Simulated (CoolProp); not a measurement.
Vapour-liquid equilibrium of hydrogen chloride (1) + propane (2) at -13.95 °C; x and y are mole fractions of (1).

The numbers come from the multi-fluid Helmholtz-energy mixture model, Thol 2018 and Lemmon 2009; pair parameters Bell 2016 in CoolProp.

```json
[
 {"x": "0.05", "bubble pressure, mixture model (bar)": "4.517", "bubble pressure, Raoult's law (bar)": "3.755", "y, mixture model": "0.337", "y, Raoult's law": "0.235"},
 {"x": "0.2", "bubble pressure, mixture model (bar)": "…", "bubble pressure, Raoult's law (bar)": "5.951", "y, mixture model": "…", "y, Raoult's law": "0.594"},
 {"x": "0.35", "bubble pressure, mixture model (bar)": "11.03", "bubble pressure, Raoult's law (bar)": "8.146", "y, mixture model": "0.765", "y, Raoult's law": "0.759"},
 {"x": "0.5", "bubble pressure, mixture model (bar)": "…", "bubble pressure, Raoult's law (bar)": "10.34", "y, mixture model": "…", "y, Raoult's law": "0.854"},
 {"x": "0.65", "bubble pressure, mixture model (bar)": "…", "bubble pressure, Raoult's law (bar)": "12.54", "y, mixture model": "0.863", "y, Raoult's law": "0.916"},
 {"x": "0.8", "bubble pressure, mixture model (bar)": "…", "bubble pressure, Raoult's law (bar)": "14.73", "y, mixture model": "0.908", "y, Raoult's law": "0.959"},
 {"x": "0.95", "bubble pressure, mixture model (bar)": "…", "bubble pressure, Raoult's law (bar)": "16.93", "y, mixture model": "…", "y, Raoult's law": "0.991"}
]
```

**Question.** Some entries are withheld; supply them.

**Answer.** 
- 0.2, bubble pressure, mixture model (bar): 8.305
- 0.2, y, mixture model: 0.661
- 0.5, bubble pressure, mixture model (bar): 12.97
- 0.5, y, mixture model: 0.820
- 0.65, bubble pressure, mixture model (bar): 14.48
- 0.8, bubble pressure, mixture model (bar): 15.86
- 0.95, bubble pressure, mixture model (bar): 17.22
- 0.95, y, mixture model: 0.971

The largest gap from Raoult's law is +39.6 % in bubble pressure, at x = 0.2. No azeotrope shows between x = 0.05 and 0.95.

The pair parameters rest on a limited set of measurements; away from them the model extrapolates.
